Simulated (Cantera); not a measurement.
Input (Python, Cantera):

```python
import numpy as np
import cantera as ct

gas = ct.Solution("gri30.yaml")


def delay(T, t_max=10):
    gas.TPX = T, 340000, {'C3H8': 1, 'O2': 8.33, 'N2': 55.8}
    reactor = ct.IdealGasConstPressureReactor(gas, clone=False)
    net = ct.ReactorNet([reactor])
    net.rtol, net.atol = 1e-8, 1e-16
    while net.time < t_max:
        t_old, T_old = net.time, reactor.T
        net.step()
        if reactor.T > T + 400:  # ignition: a rise of 400 K
            return t_old + (T + 400 - T_old) / (reactor.T - T_old) * (net.time - t_old)
    return np.nan


taus = []
for T in [1175, 1250, 1325, 1400, 1475, 1550, 1625]:
    taus.append(delay(T))
    print(f"T0 = {T:6g} K   tau = {taus[-1]:.4e} s")
```

It prints:

```
T0 =   1175 K   tau = 7.2993e-03 s
T0 =   1250 K   tau = 1.7064e-03 s
T0 =   1325 K   tau = 4.7315e-04 s
T0 =   1400 K   tau = 1.5933e-04 s
T0 =   1475 K   tau = 6.5278e-05 s
T0 =   1550 K   tau = 3.2607e-05 s
T0 =   1625 K   tau = 2.0024e-05 s
```

Model: GRI-Mech 3.0 (53 species, 325 reactions), integrated in Cantera. GRI-Mech 3.0 was tuned for natural gas; its chemistry of propane as a main component is partial and can be far from experiment.
